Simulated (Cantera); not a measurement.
**Ignition delay**

Mixture: 9.06 % CH₃OH, 8.51 % O₂, 82.4 % N₂, at 35000 Pa, adiabatic and at constant volume. Ignition delay is the time to a rise of 400 K.

Computed with Cantera and GRI-Mech 3.0 (53 species, 325 reactions). GRI-Mech 3.0 was tuned for natural gas; its chemistry of methanol as a main component is partial and can be far from experiment.

```csv
T0 (K),delay (ms)
1223,19.2
1273,9.09
1323,4.60
1373,2.48
1423,1.42
1473,0.852
1523,0.538
1573,0.354
1623,0.242
1673,0.171
```

* **apparent activation energy between 1573 and 1673 K**: 160 kJ/mol
